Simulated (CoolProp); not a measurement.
R113 along the isobar 9110 kPa: density (kg/m³) from the reference equation and from simpler models built on Tc = 214.1 °C, pc = 3392 kPa, ω = 0.253; each cubic takes its own stable root.

Model: reference Helmholtz-energy equation of state, Marx 1992, in CoolProp.

```
T (°C)          phase  reference  van der Waals  Redlich-Kwong  Soave-Redlich-Kwong  Peng-Robinson
------  -------------  ---------  -------------  -------------  -------------------  -------------
30.25          liquid       1575           1005           1443                 1478           1663
48.15          liquid        ___          986.5           1407                 1444           1625
66.05          liquid       1495          967.5           1369                 1407           1585
83.85          liquid       1454          948.0           1330                 1368           1541
101.75         liquid       1411          927.7            ___                 1326           1494
119.65         liquid       1366          906.6           1244                 1280           1442
137.45         liquid       1320          884.7           1199                 1231            ___
155.35         liquid       1270          861.9           1150                 1178            ___
173.25         liquid       1217          837.9           1099                  ___           1258
191.15         liquid       1159          812.9           1045                 1059           1185
208.95         liquid       1097          786.7          988.0                991.4           1105
226.85  supercritical       1027          759.0          927.7                918.2           1018
```

Task: Some entries are withheld; supply them.

Result: 
- 48.15, reference: 1535
- 101.75, Redlich-Kwong: 1288
- 137.45, Peng-Robinson: 1386
- 155.35, Peng-Robinson: 1325
- 173.25, Soave-Redlich-Kwong: 1121
